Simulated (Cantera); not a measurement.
Input: 1 mol Nb2O5, 6.2 mol H2, held at 2125 K and 7.40 mbar.

Method: chemical equilibrium by Gibbs-energy minimisation in Cantera with the NASA 1993 tables (ideal gas, pure condensed phases). Candidate condensed phases: H2O, Nb, NbO, NbO2, Nb2O5; 12 gas species. Mutual solubility and eutectic melting of coexisting phases are not modelled. Condensed phases not in the tables: the oxides between NbO2 and Nb2O5. The numbers say what is thermodynamically allowed, not how fast it happens.

Base state: H2 0.827, H2O 0.130, H 0.0384, NbO2 0.00395, OH 0.000751, O 2.47e-5, NbO 1.89e-5 (mole fractions); condensed: NbO2(s) + Nb2O5(l).

Problem. What changes in the equilibrium state with this change: Nb2O5 replaced by CuO?

Solution. 
```json
[
 {"species": "H2", "before": "0.827", "after": "0.692"},
 {"species": "Cu", "before": "0", "after": "0.136"},
 {"species": "H2O", "before": "0.130", "after": "0.136"},
 {"species": "H", "before": "0.0384", "after": "0.0351"},
 {"species": "NbO2", "before": "0.00395", "after": "0"},
 {"species": "Cu2", "before": "0", "after": "6.59e-5"},
 {"species": "NbO", "before": "1.89e-5", "after": "0"},
 {"species": "O", "before": "2.47e-5", "after": "3.07e-5"},
 {"species": "OH", "before": "0.000751", "after": "0.000853"},
 {"species": "NbO2(s), mol", "before": "1.64", "after": "0"},
 {"species": "Nb2O5(l), mol", "before": "0.167", "after": "0"}
]
```
Further candidate phases: Cu, CuO, Cu(OH)2, Cu2O.
